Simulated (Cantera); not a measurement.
A closed system holds: 1 mol Si, 1.3 mol F2, at 552 °C and 400 Pa.

These are equilibrium values from Cantera (NASA tables, ideal gas, pure condensed phases), not measurements of a reactor. Candidate condensed phases: Si; 9 gas species. The tables' values for SiF3 are old estimates; treat these amounts as uncertain. Rates play no part.

Base state: SiF4 1.000, SiF3 0.000105 (mole fractions); condensed: Si(s).

Task: What changes in the equilibrium state with this change: 0.014 mol Cl2 added?

Result: 
| species | before | after |
|---|---|---|
| SiF4 | 1.000 | 0.989 |
| SiCl4 | 0 | 0.0106 |
| SiF3 | 0.000105 | 0.000104 |
| SiCl3 | 0 | 5.20e-5 |
| SiCl2 | 0 | 2.25e-5 |
| Si(s), mol | 0.350 | 0.343 |
The tables' values for SiF3, SiCl3 are old estimates; treat these amounts as uncertain.

Task: What changes in the equilibrium state with this change: F2 from 1.3 to 8.4 mol?

Result: 
| species | before | after |
|---|---|---|
| F2 | <1e-9 | 0.714 |
| F | <1e-9 | 0.161 |
| SiF4 | 1.000 | 0.124 |
| SiF3 | 0.000105 | <1e-9 |
| Si(s), mol | 0.350 | 0 |
